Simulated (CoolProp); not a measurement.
Saturation properties of n-octane.

Values from CoolProp's reference Helmholtz-energy equation of state, Beckmüller 2019.

```json
[
 {"T (K)": "403.9", "p (bar)": "1.165", "liquid cp (kJ/(kg K))": "2.672", "vapour viscosity (µPa s)": "7.62"},
 {"T (K)": "413.9", "p (bar)": "?", "liquid cp (kJ/(kg K))": "2.719", "vapour viscosity (µPa s)": "7.80"},
 {"T (K)": "423.9", "p (bar)": "1.938", "liquid cp (kJ/(kg K))": "?", "vapour viscosity (µPa s)": "7.99"},
 {"T (K)": "433.9", "p (bar)": "?", "liquid cp (kJ/(kg K))": "?", "vapour viscosity (µPa s)": "?"},
 {"T (K)": "443.9", "p (bar)": "?", "liquid cp (kJ/(kg K))": "?", "vapour viscosity (µPa s)": "8.40"},
 {"T (K)": "453.9", "p (bar)": "3.777", "liquid cp (kJ/(kg K))": "2.926", "vapour viscosity (µPa s)": "8.62"},
 {"T (K)": "464", "p (bar)": "4.626", "liquid cp (kJ/(kg K))": "2.984", "vapour viscosity (µPa s)": "8.87"},
 {"T (K)": "474", "p (bar)": "5.602", "liquid cp (kJ/(kg K))": "3.046", "vapour viscosity (µPa s)": "9.15"},
 {"T (K)": "484", "p (bar)": "6.728", "liquid cp (kJ/(kg K))": "3.112", "vapour viscosity (µPa s)": "9.46"},
 {"T (K)": "494", "p (bar)": "8.017", "liquid cp (kJ/(kg K))": "3.187", "vapour viscosity (µPa s)": "9.81"},
 {"T (K)": "504", "p (bar)": "9.485", "liquid cp (kJ/(kg K))": "3.272", "vapour viscosity (µPa s)": "?"}
]
```

Task: What belongs in the gaps?

Result: 
- 413.9, p (bar): 1.514
- 423.9, liquid cp (kJ/(kg K)): 2.768
- 433.9, p (bar): 2.449
- 433.9, liquid cp (kJ/(kg K)): 2.819
- 433.9, vapour viscosity (µPa s): 8.19
- 443.9, p (bar): 3.058
- 443.9, liquid cp (kJ/(kg K)): 2.871
- 504, vapour viscosity (µPa s): 10.2

It boils at 398.8 K under 1 atm.

Viscosity comes from a separate model (Huber 2004).
